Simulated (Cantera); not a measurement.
Cantera run, input and output.

```python
import numpy as np
import cantera as ct

gas = ct.Solution("gri30.yaml")
gas.TPX = 425, 13332, {'CH4': 1, 'O2': 2.25, 'N2': 8.45, 'H2O': 1.2}
flame = ct.FreeFlame(gas, width=0.16)
flame.set_refine_criteria(ratio=3, slope=0.08, curve=0.16)
flame.transport_model = "mixture-averaged"
flame.solve(loglevel=0, auto=True)
z, T = flame.grid, flame.T
thick = (T[-1] - T[0]) / np.gradient(T, z).max()
show = ['CH4', 'O2', 'H2O', 'C2H4', 'HO2', 'HCN']
print(f"laminar burning velocity  {flame.velocity[0] * 100:.3f} cm/s")
print(f"burnt temperature         {T[-1]:.1f} K")
print(f"thermal thickness         {thick * 1e3:.4f} mm")
print(f"grid points               {len(z)}")
z0 = z[flame.heat_release_rate.argmax()]
print(f"{'z/mm':>9s}{'T/K':>9s}{'u/(m/s)':>9s}" + "".join(f"{s:>11s}" for s in show))
rows = []
for k in (-3, -2, -1.5, -1, -0.5, -0.25, 0, 0.25, 0.5, 1, 2, 4, 8):
    zz = z0 + k * thick
    rows.append([k * thick, np.interp(zz, z, T), np.interp(zz, z, flame.velocity),
                 *(np.interp(zz, z, flame.X[gas.species_index(s)]) for s in show)])
    print(f"{rows[-1][0] * 1e3:9.3f}{rows[-1][1]:9.1f}{rows[-1][2]:9.3f}" + "".join(f"{x:11.3e}" for x in rows[-1][3:]))
```

Result:

```
laminar burning velocity  75.858 cm/s
burnt temperature         2029.3 K
thermal thickness         2.7537 mm
grid points               153
     z/mm      T/K  u/(m/s)        CH4         O2        H2O       C2H4        HO2        HCN
   -8.261    425.0    0.759  7.748e-02  1.743e-01  9.298e-02  6.537e-10  2.568e-08  8.074e-13
   -5.507    425.5    0.761  7.735e-02  1.741e-01  9.293e-02  1.350e-08  3.717e-07  1.687e-11
   -4.131    428.0    0.766  7.705e-02  1.737e-01  9.311e-02  1.288e-07  2.487e-06  1.659e-10
   -2.754    460.4    0.828  7.495e-02  1.712e-01  9.644e-02  3.151e-06  2.889e-05  4.308e-09
   -1.377    780.6    1.423  5.685e-02  1.480e-01  1.271e-01  7.475e-05  5.799e-05  1.131e-07
   -0.688   1147.5    2.112  3.285e-02  1.140e-01  1.626e-01  2.087e-04  8.299e-05  3.519e-07
    0.000   1495.8    2.772  8.466e-03  7.183e-02  1.991e-01  1.594e-04  7.888e-05  7.655e-07
    0.688   1632.2    3.025  7.181e-04  4.702e-02  2.159e-01  1.014e-05  1.190e-05  6.786e-07
    1.377   1665.3    3.076  3.253e-05  3.844e-02  2.189e-01  1.726e-07  3.336e-06  3.042e-07
    2.754   1698.3    3.120  7.715e-08  3.383e-02  2.185e-01  7.682e-11  2.554e-06  4.706e-08
    5.507   1740.8    3.185  2.127e-11  3.142e-02  2.197e-01  5.810e-15  2.187e-06  1.883e-09
   11.015   1795.8    3.273  2.565e-17  2.944e-02  2.238e-01  7.791e-22  1.787e-06  7.335e-12
   22.030   1860.2    3.376  2.422e-18  2.716e-02  2.292e-01  3.134e-28  1.344e-06  4.657e-14
```

Detailed kinetics in Cantera: GRI-Mech 3.0 (53 species, 325 reactions). Burning velocities carry a grid error of a few per cent, more on coarse grids.
